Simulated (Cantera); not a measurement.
**Premixed flame**

A freely propagating, adiabatic, planar premixed flame of CH4 : C2H6 : O2 : N2 : H2O = 1 : 0.44 : 3.54 : 13.8 : 0.064 (molar parts), unburnt at 325 K and 650000 Pa; mixture-averaged transport, grid criteria slope 0.08 and curve 0.16, no radiation.

Detailed kinetics in Cantera: GRI-Mech 3.0 (53 species, 325 reactions). Burning velocities carry a grid error of a few per cent, more on coarse grids.

```tsv
z (mm)	T (K)	u (m/s)	x CH4	x C2H6	x O2	x H2O	x H	x C2H2
-0.339	325	0.222	0.0530	0.0233	0.188	0.00342	<1e-8	<1e-8
-0.226	328	0.224	0.0529	0.0233	0.187	0.00379	<1e-8	1.69e-7
-0.170	340	0.233	0.0524	0.0232	0.186	0.00546	<1e-8	1.30e-6
-0.113	442	0.304	0.0488	0.0224	0.178	0.0179	<1e-8	1.66e-5
-0.0566	938	0.656	0.0329	0.0150	0.134	0.0692	1.26e-6	0.000148
-0.0283	1388	0.981	0.0179	0.00558	0.0889	0.111	7.84e-5	0.000331
0	1809	1.28	0.00357	0.000162	0.0424	0.148	0.000979	0.000427
0.0283	1986	1.40	0.000120	7.19e-8	0.0207	0.160	0.00192	2.86e-5
0.0566	2058	1.44	2.16e-6	<1e-8	0.0144	0.163	0.00174	4.42e-7
0.113	2132	1.49	<1e-8	<1e-8	0.0101	0.167	0.00111	<1e-8
0.226	2191	1.53	<1e-8	<1e-8	0.00705	0.170	0.000569	<1e-8
0.452	2229	1.55	<1e-8	<1e-8	0.00498	0.173	0.000294	<1e-8
0.905	2249	1.56	<1e-8	<1e-8	0.00386	0.174	0.000185	<1e-8
```
x: mole fraction of selected species; z is measured from the peak of heat release.

```yaml
laminar_burning_velocity: 22.2 cm/s
thermal_thickness: 0.113 mm
peak x(H): 0.00194
peak x(C2H2): 0.000484
grid_points: 146
```
